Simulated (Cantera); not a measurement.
What does this Cantera script print?

```python
import numpy as np
import cantera as ct

gas_names = """
    H HO2 H2 H2O H2O2 O OH O2 O3 Si SiH SiH2 SiH3 SiH4 SiO SiO2 Si2 Si3
""".split()
cond_names = """
    H2O(s) H2O(L) Si(cr) Si(L) SiO2(Lqz) SiO2(hqz) SiO2(L)
""".split()


# ... load() reads the species with a 1 bar reference pressure and builds the phases ...
atoms = {
    'Si2H6': {'Si': 2, 'H': 6},
    'H2O': {'H': 2, 'O': 1},
}
top_T = {}  # K; cautious upper limits of use, not melting points


# ... equilibrate(T, P, feed) seeds the gas with the atoms and calls Mixture.equilibrate('TP', solver="vcs", rtol=1e-11, max_steps=5000) ...
results = []
feed = {'Si2H6': 1, 'H2O': 0.72}  # mol
T = 1773.15  # K
P = 100000  # Pa
mix = equilibrate(T, P, feed)
results.append((T, P, feed, dict(zip(mix.species_names, mix.species_moles))))
x = sorted(zip(gas.X, gas.species_names), reverse=True)
print(f"T = {T:g} K  P = {P:g} Pa  gas = {mix.phase_moles(0):.4g} mol")
print("   x: " + "  ".join(f"{s} {v:.3e}" for v, s in x if v > 1e-05))
print("   condensed (mol): " + ("  ".join(f"{mix.phase(i).name} {mix.phase_moles(i):.4g}"
      for i in range(1, mix.n_phases) if mix.phase_moles(i) > 1e-12) or "none"))
```

Output:

```
T = 1773.15 K  P = 100000 Pa  gas = 3.839 mol
   x: H2 9.688e-01  SiO 3.088e-02  H 2.804e-04  H2O 4.042e-05  SiH2 2.393e-05
   condensed (mol): Si(L) 1.581  SiO2(L) 0.3006
```

Equilibrium computed with Cantera from the NASA thermochemical tables; the gas is ideal and each condensed phase is pure. The feed counts by its element totals alone. Each liquid is taken as pure. Mutual solubility and eutectic melting of coexisting phases are not modelled. The tables hold silica as quartz up to 1696 K and as liquid above; real silica turns to tridymite and cristobalite and melts near 1996 K. Gases not in the tables: Si2H6 and higher silanes.
